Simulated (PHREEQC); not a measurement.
PHREEQC input (ion-association model, phreeqc.dat):

```
SOLUTION_SPECIES
  CO3-2 + 10 H+ + 8 e- = CH4 + 3 H2O  # shut off: no methane
    -log_k -100
    -delta_h 0
    -analytic -100
SOLUTION 1
  temp 25
  units mol/kgw
  pH 7 charge
  C(4) 0.15
  Na 0.3
END
SELECTED_OUTPUT 1
  -reset false
  -pH true
  -pe true
  -ionic_strength true
  -water true
  -totals C Na C(-4) C(4) Mtg Sg
  -molalities H+ Na+ CO3-2 OH- HCO3- CO2 (CO2)2 NaOH NaCO3- NaHCO3
USER_PUNCH 1
  -headings p_CO2(g) phi_CO2(g) p_Mtg(g) phi_Mtg(g) p_H2Sg(g) phi_H2Sg(g) p_H2O(g) phi_H2O(g) density
  10 PUNCH PR_P("CO2(g)"), PR_PHI("CO2(g)"), PR_P("Mtg(g)"), PR_PHI("Mtg(g)"), PR_P("H2Sg(g)"), PR_PHI("H2Sg(g)"), PR_P("H2O(g)"), PR_PHI("H2O(g)"), RHO
PRINT
  -reset false
USE solution 1
REACTION_TEMPERATURE 1
  10
GAS_PHASE 1
  -fixed_pressure
  -pressure 1
  -temperature 10
  -volume 20
  CO2(g) 0.53
  Mtg(g) 0.28
  H2Sg(g) 0.19
  H2O(g) 0
END
# ... the last block is repeated for the other 7 points of T (°C)
```

Selected output (columns that matter, 8 of 8 rows; T (°C) added in front):

```
T (°C)	pH	mu	C	Na	Mtg	Sg	p_CO2(g)	phi_CO2(g)	p_Mtg(g)	phi_Mtg(g)	p_H2Sg(g)	phi_H2Sg(g)	p_H2O(g)	phi_H2O(g)
10	7.3048	0.27994	0.28489	0.30063	0.00077602	0.058633	0.47691	0.99357	0.35508	0.99774	0.15574	0.99132	0.012265	0.99121
20	7.3479	0.28146	0.27248	0.30063	0.0005756	0.058507	0.47885	0.99418	0.34819	0.99803	0.14977	0.99205	0.023196	0.99178
30	7.3996	0.28255	0.26182	0.30067	0.00045523	0.060283	0.47742	0.99472	0.34008	0.99832	0.14061	0.9927	0.041892	0.9922
40	7.4594	0.28294	0.25193	0.30074	0.00037639	0.062973	0.47031	0.99519	0.32834	0.99862	0.12878	0.99327	0.072572	0.99243
50	7.528	0.28221	0.24214	0.30088	0.0003189	0.065821	0.45408	0.99563	0.31021	0.99899	0.11464	0.99378	0.12107	0.99247
60	7.6079	0.27979	0.23187	0.30116	0.00027049	0.068195	0.42391	0.99606	0.28244	0.99947	0.098445	0.99427	0.1952	0.9923
70	7.7049	0.27494	0.22051	0.3017	0.00022219	0.069505	0.3734	0.99659	0.24131	1.0002	0.080241	0.99481	0.30505	0.99195
80	7.8335	0.26668	0.20738	0.30294	0.00016621	0.069023	0.29417	0.99735	0.18288	1.0012	0.059649	0.99556	0.4633	0.99152
```

At this temperature some constants are extrapolated from 25 °C, and those without enthalpy data are left unchanged.
